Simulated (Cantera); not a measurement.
# Thermodynamics of fluorocarbon and chlorocarbon gases, feed CH₃F

Charge: 1 mol CH₃F, equilibrated at 6200 Pa.

Method: chemical equilibrium by Gibbs-energy minimisation in Cantera with the NASA 1993 tables (ideal gas, pure condensed phases). Candidate condensed phases: C, C₆H₆, C₇H₈, C₈H₁₈; 95 gas species. The numbers say what is thermodynamically allowed, not how fast it happens.

```
T (K)   x HF   x H₂       x H     x CH₄  x C₂H₂ (acetylene)  n C(graphite)
-----  -----  -----  --------  --------  ------------------  -------------
775    0.513  0.460  2.70e-12    0.0268              <1e-12          0.948
975    0.501  0.497   3.24e-9   0.00193            2.83e-10          0.996
1175   0.500  0.500   3.48e-7  0.000296             3.18e-8          0.999
1375   0.500  0.500   9.73e-6   7.71e-5             8.89e-7          1.000
1575   0.500  0.500  0.000118   2.82e-5             1.05e-5          1.000
1775   0.500  0.499  0.000821   1.29e-5             7.11e-5          1.000
1975   0.499  0.497   0.00387   6.95e-6            0.000323          0.999
2175   0.497  0.489    0.0137   4.11e-6             0.00109          0.996
2375   0.490  0.468    0.0387   2.52e-6             0.00291          0.988
2575   0.477  0.426    0.0907   1.50e-6             0.00626          0.973
2775   0.454  0.354     0.179   7.87e-7              0.0109          0.945
2975   0.418  0.257     0.298   3.29e-7              0.0149          0.879
```
x: gas mole fraction; n: condensed amount in mol.

From 775 K to 2975 K the condensed part is C(graphite). The main C-bearing gas is CH₄ at 775 K and C₂H₂ (acetylene) at 2975 K.
